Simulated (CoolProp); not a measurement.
Vapour-liquid equilibrium of cyclohexane (1) + toluene (2) at 57.3 kPa; x and y are mole fractions of (1).

Model: multi-fluid Helmholtz-energy mixture model, Zhou 2014 and Lemmon 2006; pair parameters Bell 2016, in CoolProp.

Q: Give the bubble temperature and the first vapour's composition at x = 0.35, 0.8, 0.95. Is there an azeotrope?

A: x = 0.35: 75.7 °C, y = 0.602; x = 0.8: 65.9 °C, y = 0.897; x = 0.95: 63.6 °C, y = 0.974. No azeotrope shows between x = 0.05 and 0.95.

The pair parameters rest on a limited set of measurements; away from them the model extrapolates.
